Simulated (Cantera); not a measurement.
Input (Python, Cantera) and output of one run.

```python
import numpy as np
import cantera as ct

gas_names = """
    CL CL2 H HCL H2 K KCL KH K2 K2CL2
""".split()
cond_names = """
    K(cr) K(L) KCL(s) KCL(L)
""".split()


# ... load() reads the species with a 1 bar reference pressure and builds the phases ...
atoms = {
    'KCl': {'K': 1, 'CL': 1},
    'H2': {'H': 2},
}
top_T = {}  # K; cautious upper limits of use, not melting points


# ... equilibrate(T, P, feed) seeds the gas with the atoms and calls Mixture.equilibrate('TP', solver="vcs", rtol=1e-11, max_steps=5000) ...
results = []
feed = {'KCl': 1, 'H2': 0.77}  # mol
T = 1700  # K
P = 420  # Pa
mix = equilibrate(T, P, feed)
results.append((T, P, feed, dict(zip(mix.species_names, mix.species_moles))))
x = sorted(zip(gas.X, gas.species_names), reverse=True)
print(f"T = {T:g} K  P = {P:g} Pa  gas = {mix.phase_moles(0):.4g} mol")
print("   x: " + "  ".join(f"{s} {v:.3e}" for v, s in x if v > 1e-05))
print("   condensed (mol): " + ("  ".join(f"{mix.phase(i).name} {mix.phase_moles(i):.4g}"
      for i in range(1, mix.n_phases) if mix.phase_moles(i) > 1e-12) or "none"))
```

Result:

```
T = 1700 K  P = 420 Pa  gas = 1.785 mol
   x: KCL 5.432e-01  H2 4.227e-01  K 1.606e-02  HCL 1.602e-02  H 1.478e-03  K2CL2 4.856e-04  CL 4.355e-05
   condensed (mol): none
```

Method: chemical equilibrium by Gibbs-energy minimisation in Cantera with the NASA 1993 tables (ideal gas, pure condensed phases).
